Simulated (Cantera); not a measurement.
Input: 1 mol SiCl₄, 0.67 mol CH₄, 6.1 mol H₂, 0.38 mol C₂H₄, held at 0.350 bar.

Cantera equilibrium calculation (NASA polynomials, part measured and part estimated; ideal gas, pure solids and liquids). Candidate condensed phases: C, C₆H₆, C₇H₈, C₈H₁₈, Si, SiC; 109 gas species. The tables' values for SiCl₃ are old estimates; treat these amounts as uncertain. Kinetics and transport are ignored. All values below are at 1175 K.

Base state: H₂ 0.738, HCl 0.204, SiCl₄ 0.0487, SiHCl₃ 0.00416, CH₄ 0.00365, SiCl₃ 0.000961, SiCl₂ 0.000185, SiH₂Cl₂ 4.55e-5 (mole fractions); condensed: C(graphite) + SiC(s).

**Question.** What changes in the equilibrium state with this change: pressure from 0.350 bar to 0.0550 bar?

**Answer.** 
```csv
species,before,after
H₂,0.738,0.690
HCl,0.204,0.277
SiCl₄,0.0487,0.0298
CH₄,0.00365,0.000501
SiH₂Cl₂,4.55e-5,1.32e-5
SiHCl₃,0.00416,0.00175
SiCl₂,0.000185,0.000365
"C(graphite), mol",0.916,0.750
"SiC(s), mol",0.478,0.675
```
